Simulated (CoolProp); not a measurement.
A Linde-Hampson liquefier for methane: isothermal reversible compression at 230 K from 1 atm to 5 MPa, throttling to 1 atm, return gas leaving the recuperator 5 K below the feed. Each further row changes one setting.

The numbers come from the reference Helmholtz-energy equation of state, Setzmann 1991 in CoolProp.

```csv
case,liquid yield per pass,compression work (kJ/kg of gas)
as stated,0.105,439
high pressure 10 MPa,0.273,494
warm-end temperature 260 K,0.068,507
warm-end gap 10 K,0.093,439
```
